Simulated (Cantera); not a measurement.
A closed system holds: 1 mol borazine, 1.6 mol O2, 1.2 mol N2, at 1100 Pa.

Equilibrium computed with Cantera from the NASA thermochemical tables; the gas is ideal and each condensed phase is pure. Candidate condensed phases: B, BN, B2O3, B3O3H3, H2O; 39 gas species. The feed counts by its element totals alone. Mutual solubility and eutectic melting of coexisting phases are not modelled. The tables' values for BH2 are old estimates; treat these amounts as uncertain. Kinetics and transport are ignored.

log p: log10 of the partial pressure in bar; n: condensed amount in mol.

```tsv
T (°C)	log p H2	log p N2	log p BO	log p HBO	log p B2O3	log p B2O2	log p H	log p HBO2	n BN(s)	n B2O3(l)
1277	-2.21	-2.33	-6.23	-4.22	-4.23	-5.41	-5.61	-3.98	0.875	0.993
1377	-2.25	-2.35	-5.24	-3.65	-3.46	-4.35	-5.16	-3.68	0.851	0.764
1477	-2.34	-2.40	-4.42	-3.23	-2.93	-3.50	-4.80	-3.55	…	0
1577	-2.37	-2.40	-3.90	-3.04	-3.08	-3.18	-4.45	-3.82	…	0
1677	-2.41	-2.39	-3.49	-2.94	-3.38	-3.00	-4.14	-4.17	…	0
1777	-2.43	-2.40	-3.20	-2.91	-3.60	-2.99	-3.86	-4.35	0	0
1877	-2.44	-2.41	-2.99	-2.94	-3.63	-3.09	-3.60	-4.29	0	0
1977	-2.47	-2.42	-2.82	-2.99	-3.66	-3.23	-3.36	-4.23	0	0
```

Problem. What belongs in the gaps?

Solution. 
- 1477, n BN(s): 0.674
- 1577, n BN(s): 0.410
- 1677, n BN(s): 0.117
